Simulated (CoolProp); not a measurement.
Vapour-liquid equilibrium of nitrogen (1) + methane (2) at 115.2 K; x and y are mole fractions of (1).

Values from CoolProp's multi-fluid Helmholtz-energy mixture model, Span 2000 and Setzmann 1991; pair parameters Kunz 2012.

```
x     bubble pressure, mixture model (kPa)  bubble pressure, Raoult's law (kPa)  y, mixture model  y, Raoult's law
----  ------------------------------------  -----------------------------------  ----------------  ---------------
0.05                                 272.4                                225.5             0.505            0.434
0.2                                  613.8                                499.0             0.787            0.785
0.35                                 881.2                                772.5             0.860            0.887
0.5                                   1108                                 1046             0.898            0.936
0.65                                  1323                                 1320             0.926            0.964
0.8                                   1555                                 1593             0.953            0.983
0.95                                  1841                                 1867             0.986            0.996
```

The largest gap from Raoult's law is +23.0 % in bubble pressure, at x = 0.2. No azeotrope shows between x = 0.05 and 0.95.

Pair parameters are fitted to limited data, so mixtures are less certain than the pure fluids. The gap from Raoult's law changes sign with composition, which may be real or a fault of the pair parameters; it wasn't checked against measurements.
